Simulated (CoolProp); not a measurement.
Vapour-liquid equilibrium of hydrogen sulfide (1) + n-heptane (2) at 371 kPa; x and y are mole fractions of (1).

The numbers come from the multi-fluid Helmholtz-energy mixture model, Lemmon 2006 and Span 2003; pair parameters Kunz 2012 in CoolProp.

| x | bubble temperature (K) | y at the bubble point | dew temperature at overall composition x (K) | liquid density (mol/L) |
|---|---|---|---|---|
| 0.05 | 363.4 | 0.781 | 420.3 | 6.358 |
| 0.125 | 302.2 | 0.980 | 416.2 | 7.263 |
| 0.2 | 278.4 | 0.995 | 412.0 | 7.933 |
| 0.275 | 266.8 | 0.997 | 407.6 | 8.608 |
| 0.35 | 260.2 | 0.998 | 403.0 | 9.363 |
| 0.425 | 256.2 | 0.999 | 397.9 | 10.24 |
| 0.5 | 253.5 | 0.999 | 392.4 | 11.28 |
| 0.575 | 251.5 | 0.999 | 386.3 | 12.53 |
| 0.65 | 249.9 | 0.999 | 379.2 | 14.03 |
| 0.725 | 248.4 | 1.000 | 370.9 | 15.85 |
| 0.8 | 246.9 | 1.000 | 360.5 | 18.05 |
| 0.875 | 245.4 | 1.000 | 346.4 | 20.71 |
| 0.95 | 243.7 | 1.000 | 322.4 | 23.87 |

No azeotrope shows between x = 0.05 and 0.95.

The pair parameters rest on a limited set of measurements; away from them the model extrapolates. The gap from Raoult's law changes sign with composition, which may be real or a fault of the pair parameters; it wasn't checked against measurements. With so large a gap from Raoult's law the liquid may split in two, which this calculation doesn't test in full.
